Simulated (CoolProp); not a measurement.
A simple Rankine cycle with tetrahydrofuran: condensing at 290.15 K, boiler at 0.108 MPa, turbine inlet 343 K, turbine efficiency 0.7, pump efficiency 0.6, no recuperator. Each further row changes one setting.

Model: reference Helmholtz-energy equation of state, Fiedler 2023, in CoolProp.

```json
[
 {"case": "as stated", "thermal efficiency (%)": "9.6", "net work (kJ/kg)": "48.6", "heat in (kJ/kg)": "508", "turbine exit temperature (K)": "298.2", "volume ratio over the turbine": "6.39"},
 {"case": "turbine inlet 363 K", "thermal efficiency (%)": "9.7", "net work (kJ/kg)": "51.8", "heat in (kJ/kg)": "535", "turbine exit temperature (K)": "319.0", "volume ratio over the turbine": "6.43"},
 {"case": "condensing temperature 282.15 K", "thermal efficiency (%)": "11.0", "net work (kJ/kg)": "57.2", "heat in (kJ/kg)": "522", "turbine exit temperature (K)": "289.8", "volume ratio over the turbine": "9.16"},
 {"case": "boiler pressure 0.0756 MPa", "thermal efficiency (%)": "8.0", "net work (kJ/kg)": "40.6", "heat in (kJ/kg)": "509", "turbine exit temperature (K)": "306.7", "volume ratio over the turbine": "4.56"},
 {"case": "turbine efficiency 0.6", "thermal efficiency (%)": "8.2", "net work (kJ/kg)": "41.6", "heat in (kJ/kg)": "508", "turbine exit temperature (K)": "304.7", "volume ratio over the turbine": "6.53"}
]
```
